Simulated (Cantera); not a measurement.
Input: 1 mol (CH3)2SiCl2, 0.87 mol C2H2, 1000 mol H2, equilibrated at 0.120 bar.

Cantera equilibrium calculation (NASA polynomials, part measured and part estimated; ideal gas, pure solids and liquids). Candidate condensed phases: C, C6H6, C7H8, C8H18, Si, SiC; 109 gas species. The feed counts by its element totals alone. Kinetics and transport are ignored. All values below are at 1527 °C.

Base state: H2 0.997, HCl 0.00199, H 0.00103, C2H2 (acetylene) 0.000175, CH4 9.17e-5 (mole fractions); condensed: C(graphite) + SiC(s).

Question: What changes in the equilibrium state with this change: H2 from 1000 to 5.8 mol?

Answer: 
```
species            before     after
----------------  -------  --------
H2                  0.997     0.815
HCl               0.00199     0.181
SiCl2             2.95e-7   0.00299
SiCl3               <1e-9  0.000105
Cl                1.57e-6  0.000159
CH4               9.17e-5   6.13e-5
C(graphite), mol     2.30      2.77
SiC(s), mol         0.998     0.967
```
The tables' values for SiCl3 are old estimates; treat these amounts as uncertain.
